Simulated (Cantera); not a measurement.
Input: 1 mol SiO2, 41 mol HF, 8.8 mol N2, at 1723.15 K and 1.00 bar.

Cantera equilibrium calculation (NASA polynomials, part measured and part estimated; ideal gas, pure solids and liquids). Candidate condensed phases: H2O, Si, SiO2, Si2N2O, Si3N4; 58 gas species. Equilibrium is a limit: real reactors are often held back by kinetics, nucleation or transport.

Task: What is the equilibrium state?

Result: 
```
Quantity                             Result
--------------------------------  ---------
x(HF)                                 0.758
x(N2)                                 0.180
x(H2O)                               0.0408
x(SiF4)                              0.0205
x(H2)                              0.000144
x(O2)                               5.21e-5
x(OH)                               3.40e-5
x(NO)                               2.38e-5
x(H2F2)                             5.65e-6
gas amount                        48.80 mol
log10 activity of Si(l) (absent)     -16.29
```
